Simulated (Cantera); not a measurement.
An isothermal plug-flow reactor at 500 K and 668 Torr (inlet), inlet velocity 4 m/s, active area per volume 150 1/m; feed H₂ : O₂ : N₂ : H₂O = 0.0043 : 0.033 : 0.79 : 0.02 (molar parts), equivalence ratio 0.065.

Detailed kinetics in Cantera: Deutschmann's 1995 Pt surface mechanism with GRI-Mech 3.0 gas chemistry. Catalytic surfaces can have several steady states; this one follows from the mechanism file's or the stated starting coverage. Mass transfer to the wall is taken as infinitely fast.

x: gas mole fraction; θ: surface coverage.

```csv
z (m),x H₂,x O₂,x H₂O,θ free Pt,θ O*,θ OH*
0.00015,0.00493,0.0389,0.0237,0.186,0.741,0.0718
0.00033,0.00477,0.0388,0.0239,0.180,0.748,0.0711
0.0007,0.00447,0.0387,0.0242,0.169,0.760,0.0697
0.0015,…,0.0384,0.0248,0.150,0.782,0.0670
0.0033,…,0.0380,0.0256,0.119,0.819,0.0616
0.007,…,0.0375,0.0266,0.0831,0.863,0.0535
0.015,…,0.0371,0.0275,0.0501,0.907,0.0430
```

Some entries are withheld; supply them.


- 0.0015, x H₂: 0.00393
- 0.0033, x H₂: 0.00308
- 0.007, x H₂: 0.00213
- 0.015, x H₂: 0.00127
